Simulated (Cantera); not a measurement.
## Reactions in the system H-O-Sr

Standard-state values (1 bar) from the NASA 1993 polynomials, evaluated with Cantera. Values are per mole of reaction as written; species without (g) are pure solids or liquids, kept so even where they would boil at 1 bar.

Sr(OH)₂ = Sr + 2 OH(g)

| T (K) | ΔH° (kJ) | ΔS° (J/K) | ΔG° (kJ) | log10 K |
|---|---|---|---|---|
| 1173 | 1001.3 | 267.6 | 687.4 | -30.61 |
| 1198 | 999.8 | 266.4 | 680.7 | -29.68 |
| 1223 | 998.4 | 265.2 | 674.1 | -28.79 |
| 1248 | 997.0 | 264.0 | 667.5 | -27.94 |
| 1273 | 995.6 | 262.9 | 660.9 | -27.12 |
| 1298 | 994.2 | 261.8 | 654.3 | -26.33 |
